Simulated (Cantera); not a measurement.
**Ignition delay**

Mixture: 9.96 % C2H4, 16.6 % O2, 62.5 % N2, 11.0 % H2O, equivalence ratio 1.8, at 10.0 bar, adiabatic and at constant volume. Ignition delay is the time to a rise of 400 K.

Cantera simulation using GRI-Mech 3.0 (53 species, 325 reactions); the numbers are that mechanism's predictions, not measurements. GRI-Mech 3.0 was tuned for natural gas; its chemistry of ethylene as a main component is partial and can be far from experiment.

| T0 (K) | delay (ms) |
|---|---|
| 1198 | 0.609 |
| 1298 | 0.0903 |
| 1398 | 0.0162 |
| 1498 | 0.00480 |
| 1598 | 0.00240 |
| 1698 | 0.00152 |

* **apparent activation energy between 1498 and 1698 K**: 120 kJ/mol
